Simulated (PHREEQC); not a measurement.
Solution (45 °C): 0.0046 mol HF, 0.0015 mol NaF and 0.0007 mol (NH4)2SiF6 per kg of water. Closed to the air; pH follows from the charge balance.

Equilibrium calculation in PHREEQC: ion-association model, phreeqc.dat.

```csv
quantity,before,after
pH,3.10,2.59
ionic strength (mol/kgw),0.00441,0.00636
F- (mol/kgw),0.00239,0.00392
HF2- (mol/kgw),3.94e-5,0.000334
NaF (mol/kgw),1.77e-6,2.83e-6
```

Q: What was changed between the two runs?
A. temperature from 45 to 10 °C
B. (NH4)2SiF6 left out
C. HF replaced by LiF at the same molality
D. HF from 0.0046 to 0.023 mol/kgw

A: D, HF from 0.0046 to 0.023 mol/kgw

This is a speciation only: nothing precipitates in the calculation. Away from 25 °C the constants follow the database's enthalpies or fits; those with neither stay at their 25 °C values. SiF6-2 is the database's only silicon fluoride.
